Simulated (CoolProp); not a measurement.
Vapour-liquid equilibrium of propane (1) + isobutene (2) at 0.318 MPa; x and y are mole fractions of (1).

Computed with CoolProp (multi-fluid Helmholtz-energy mixture model, Lemmon 2009 and Lemmon 2005; pair parameters Bell 2016).

```
x     bubble temperature (°C)  y at the bubble point  dew temperature at overall composition x (°C)  liquid density (mol/L)
----  -----------------------  ---------------------  ---------------------------------------------  ----------------------
0.05                     22.0                  0.157                                           25.0                   10.58
0.2                      12.5                  0.454                                           20.7                   10.91
0.35                      6.0                  0.628                                           16.1                   11.19
0.5                       0.9                  0.750                                           10.9                   11.45
0.65                     -3.6                  0.846                                            5.1                   11.72
0.8                      -7.6                  0.923                                           -1.4                   12.00
0.95                    -11.3                  0.983                                           -9.2                   12.27
```

No azeotrope shows between x = 0.05 and 0.95.

The pair parameters rest on a limited set of measurements; away from them the model extrapolates.
